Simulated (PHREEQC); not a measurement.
Consider water at 90 °C with 12 mmol/kgw HF, 61 mmol/kgw (CH3)4NF and 0.41 mmol/kgw H2SO4. Closed to the air; pH follows from the charge balance.

Equilibrium calculation in PHREEQC: ion-association model, wateq4f.dat.

Each row changes one thing in this solution. No solid was allowed to form.

```json
[
 {"case": "as made", "pH": "4.37", "ionic strength (mol/kgw)": "0.0615", "F- (mol/kgw)": "0.0578", "HF (mol/kgw)": "0.0102", "HF2- (mol/kgw)": "0.00248", "H2F2 (mol/kgw)": "2.06e-5"},
 {"case": "diluted 10-fold with water", "pH": "4.40", "ionic strength (mol/kgw)": "0.00618", "F- (mol/kgw)": "0.00603", "HF (mol/kgw)": "0.00121", "HF2- (mol/kgw)": "3.02e-5", "H2F2 (mol/kgw)": "2.83e-7"},
 {"case": "H2SO4 left out", "pH": "4.41", "ionic strength (mol/kgw)": "0.0611", "F- (mol/kgw)": "0.0587", "HF (mol/kgw)": "0.00956", "HF2- (mol/kgw)": "0.00235", "H2F2 (mol/kgw)": "1.80e-5"},
 {"case": "temperature from 90 to 75 °C", "pH": "4.24", "ionic strength (mol/kgw)": "0.0615", "F- (mol/kgw)": "0.0577", "HF (mol/kgw)": "0.0101", "HF2- (mol/kgw)": "0.00257", "H2F2 (mol/kgw)": "3.80e-5"},
 {"case": "HF left out", "pH": "5.59", "ionic strength (mol/kgw)": "0.0614", "F- (mol/kgw)": "0.0600", "HF (mol/kgw)": "0.000652", "HF2- (mol/kgw)": "0.000164", "H2F2 (mol/kgw)": "8.36e-8"},
 {"case": "temperature from 90 to 55 °C", "pH": "4.08", "ionic strength (mol/kgw)": "0.0615", "F- (mol/kgw)": "0.0577", "HF (mol/kgw)": "0.00999", "HF2- (mol/kgw)": "0.00256", "H2F2 (mol/kgw)": "8.42e-5"},
 {"case": "(CH3)4NF replaced by NH4F at the same molality", "pH": "4.37", "ionic strength (mol/kgw)": "0.0612", "F- (mol/kgw)": "0.0577", "HF (mol/kgw)": "0.0103", "HF2- (mol/kgw)": "0.00248", "H2F2 (mol/kgw)": "2.07e-5"},
 {"case": "0.042 mol/kgw CuCl2 added", "pH": "4.23", "ionic strength (mol/kgw)": "0.139", "F- (mol/kgw)": "0.0492", "HF (mol/kgw)": "0.0110", "HF2- (mol/kgw)": "0.00231", "H2F2 (mol/kgw)": "2.41e-5"},
 {"case": "H2SO4 from 0.00041 to 0.000205 mol/kgw", "pH": "4.39", "ionic strength (mol/kgw)": "0.0612", "F- (mol/kgw)": "0.0582", "HF (mol/kgw)": "0.00990", "HF2- (mol/kgw)": "0.00242", "H2F2 (mol/kgw)": "1.93e-5"}
]
```

Some of these states are supersaturated (in Atacamite, Tenorite (slow to form), for instance). (CH3)4N+ isn't in the database: it is added as a free cation with an ion size of 4 Å. Constants without temperature data keep their 25 °C values here.
